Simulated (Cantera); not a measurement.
Input: 1 mol Fe₂O₃, 1.4 mol HCl, 32 mol H₂, held at 10.0 Torr.

These are equilibrium values from Cantera (NASA tables, ideal gas, pure condensed phases), not measurements of a reactor. Candidate condensed phases: Fe, FeCl₂, FeCl₃, FeO, Fe(OH)₂, Fe(OH)₃, Fe₂O₃, Fe₃O₄, H₂O; 22 gas species. The numbers say what is thermodynamically allowed, not how fast it happens. All values below are at 1450 K.

Base state: H₂ 0.869, H₂O 0.0898, HCl 0.0395, FeCl₂ 0.00122, H 7.64e-5 (mole fractions); condensed: Fe(γ).

**Question.** What changes in the equilibrium state with this change: HCl from 1.4 to 84 mol?

**Answer.** 
```json
[
 {"species": "HCl", "before": "0.0395", "after": "0.690"},
 {"species": "H₂", "before": "0.869", "after": "0.267"},
 {"species": "H₂O", "before": "0.0898", "after": "0.0259"},
 {"species": "FeCl₂", "before": "0.00122", "after": "0.0172"},
 {"species": "Cl", "before": "2.82e-6", "after": "8.90e-5"},
 {"species": "H", "before": "7.64e-5", "after": "4.23e-5"},
 {"species": "Fe(γ), mol", "before": "1.96", "after": "0"}
]
```
